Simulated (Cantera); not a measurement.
**Thermodynamics of carbon deposition, reforming and gasification, feed C3H6 + H2**

Feed: 1 mol C3H6, 1.4 mol H2, at 0.00100 bar.

Method: chemical equilibrium by Gibbs-energy minimisation in Cantera with the NASA 1993 tables (ideal gas, pure condensed phases). Candidate condensed phases: C, C6H6, C7H8, C8H18; 86 gas species. Ions and electrons are included (thermal ionisation). Kinetics and transport are ignored.

From 2500 K to 2750 K the condensed part is C(graphite). From 3000 K to 5000 K nothing is condensed. The main C-bearing gas is C2H2 (acetylene) at 2500 K and C at 5000 K.

| T (K) | x H | x H2 | x C | x C3 | x C2 | x C2H2 (acetylene) | x C2H | x e- | n C(graphite) |
|---|---|---|---|---|---|---|---|---|---|
| 2500 | 0.537 | 0.457 | 0.000166 | 0.000497 | 4.58e-5 | 0.00494 | 0.000417 | 2.36e-11 | 2.92 |
| 2750 | 0.825 | 0.146 | 0.00378 | 0.0169 | 0.00163 | 0.00409 | 0.00269 | 1.27e-9 | 2.44 |
| 3000 | 0.842 | 0.0284 | 0.0321 | 0.0794 | 0.0127 | 0.000711 | 0.00362 | 2.94e-8 | 0 |
| 3250 | 0.821 | 0.00654 | 0.105 | 0.0449 | 0.0207 | 4.25e-5 | 0.00127 | 3.12e-7 | 0 |
| 3500 | 0.769 | 0.00170 | 0.204 | 0.00944 | 0.0154 | 1.72e-6 | 0.000245 | 1.99e-6 | 0 |
| 3750 | 0.750 | 0.000560 | 0.243 | 0.000741 | 0.00539 | 5.11e-8 | 2.73e-5 | 8.22e-6 | 0 |
| 4000 | 0.747 | 0.000220 | 0.251 | 5.54e-5 | 0.00169 | 1.92e-9 | 3.20e-6 | 2.68e-5 | 0 |
| 4250 | 0.746 | 9.65e-5 | 0.253 | 5.27e-6 | 0.000579 | 1.03e-10 | 4.63e-7 | 7.59e-5 | 0 |
| 4500 | 0.746 | 4.65e-5 | 0.254 | 6.41e-7 | 0.000221 | 7.55e-12 | 8.23e-8 | 0.000191 | 0 |
| 4750 | 0.745 | 2.42e-5 | 0.254 | 9.67e-8 | 9.33e-5 | <1e-12 | 1.74e-8 | 0.000439 | 0 |
| 5000 | 0.745 | 1.34e-5 | 0.253 | 1.75e-8 | 4.27e-5 | <1e-12 | 4.30e-9 | 0.000930 | 0 |
x: gas mole fraction; n: condensed amount in mol.
